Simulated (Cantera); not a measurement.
Gas mixture: 17.1 % CO₂, 82.9 % H₂, at 101000 Pa, frozen composition.

Cantera's kinetic-theory transport with the Lennard-Jones parameters of GRI-Mech 3.0, ideal gas; thermal conductivity in the multicomponent form.

One state of this run: ρ (kg/m³) = 0.187; cp (J/kg/K) = 3517; μ (µPa s) = 23.8; λ (mW/m/K) = 212; Pr = 0.395; D (cm²/s) CO₂ = 2.18; D (cm²/s) CH₃ = 1.58; D (cm²/s) H = 5.98. D: mixture-averaged diffusion coefficient of that species in the mixture.

Which value of T (K) does it belong to?
A. 600
B. 800
C. 900
D. 700

A, 600
